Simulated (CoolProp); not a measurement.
A single-stage vapour-compression cycle with CH2F2 (R32): evaporating at 195.15 K (dew point), condensing at 241.15 K (bubble point), superheat 0 K, subcooling 0 K, compressor efficiency 0.75, no pressure losses. Each further row changes one setting.

The numbers come from the reference Helmholtz-energy equation of state, Tillner-Roth 1997 in CoolProp.

```json
[
 {"case": "as stated", "cooling COP": "2.54", "pressure ratio": "11.7", "discharge temperature (K)": "361.3", "refrigerating effect (kJ/kg)": "336", "volumetric capacity (kJ/m³)": "234"},
 {"case": "evaporating temperature 200.15 K", "cooling COP": "3.01", "pressure ratio": "?", "discharge temperature (K)": "343.3", "refrigerating effect (kJ/kg)": "339", "volumetric capacity (kJ/m³)": "?"},
 {"case": "condensing temperature 236.15 K", "cooling COP": "2.91", "pressure ratio": "?", "discharge temperature (K)": "?", "refrigerating effect (kJ/kg)": "344", "volumetric capacity (kJ/m³)": "240"},
 {"case": "subcooling 5 K", "cooling COP": "2.60", "pressure ratio": "11.7", "discharge temperature (K)": "361.3", "refrigerating effect (kJ/kg)": "344", "volumetric capacity (kJ/m³)": "240"},
 {"case": "superheat 10 K", "cooling COP": "2.47", "pressure ratio": "11.7", "discharge temperature (K)": "?", "refrigerating effect (kJ/kg)": "?", "volumetric capacity (kJ/m³)": "?"},
 {"case": "compressor efficiency 0.65", "cooling COP": "?", "pressure ratio": "11.7", "discharge temperature (K)": "382.5", "refrigerating effect (kJ/kg)": "336", "volumetric capacity (kJ/m³)": "234"}
]
```

### Question
Complete the blanks.

### Answer

- evaporating temperature 200.15 K, pressure ratio: 8.43
- evaporating temperature 200.15 K, volumetric capacity (kJ/m³): 322
- condensing temperature 236.15 K, pressure ratio: 9.47
- condensing temperature 236.15 K, discharge temperature (K): 345.3
- superheat 10 K, discharge temperature (K): 376.1
- superheat 10 K, refrigerating effect (kJ/kg): 343
- superheat 10 K, volumetric capacity (kJ/m³): 227
- compressor efficiency 0.65, cooling COP: 2.20
